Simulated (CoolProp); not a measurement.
n-dodecane at several states: fugacity coefficient from the reference equation and from simpler models built on Tc = 385.0 °C, pc = 1.818 MPa, ω = 0.574; each cubic takes its own stable root.

Computed with CoolProp (reference Helmholtz-energy equation of state, Lemmon 2004). It is a short technical equation, of lower accuracy than the large ones.

```
T (°C)  p (MPa)   phase  reference  Redlich-Kwong  Soave-Redlich-Kwong
------  -------  ------  ---------  -------------  -------------------
218.15     2.41  liquid          ?              ?                    ?
331.15   0.0184     gas     0.9944         0.9956               0.9952
60.05      1.54  liquid          ?              ?                    ?
```

Q: Complete the blanks.

A: 
- 218.15, reference: 0.04803
- 218.15, Redlich-Kwong: 0.1200
- 218.15, Soave-Redlich-Kwong: 0.05090
- 60.05, reference: 0.0001685
- 60.05, Redlich-Kwong: 0.003736
- 60.05, Soave-Redlich-Kwong: 0.0001716
